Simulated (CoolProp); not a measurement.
A Linde-Hampson liquefier for ethane: isothermal reversible compression at 320 K from 1 atm to 5 MPa, throttling to 1 atm, return gas leaving the recuperator 0 K below the feed. Each further row changes one setting.

The numbers come from the reference Helmholtz-energy equation of state, Bücker 2006 in CoolProp.

| case | liquid yield per pass | compression work (kJ/kg of gas) |
|---|---|---|
| as stated | 0.175 | 315 |
| as stated | 0.175 | 315 |
| high pressure 10 MPa | 0.433 | 338 |
| warm-end temperature 350 K | 0.112 | 354 |
| warm-end gap 5 K | 0.165 | 315 |
| high pressure 10 MPa | 0.433 | 338 |
| warm-end temperature 350 K | 0.112 | 354 |
| warm-end gap 5 K | 0.165 | 315 |
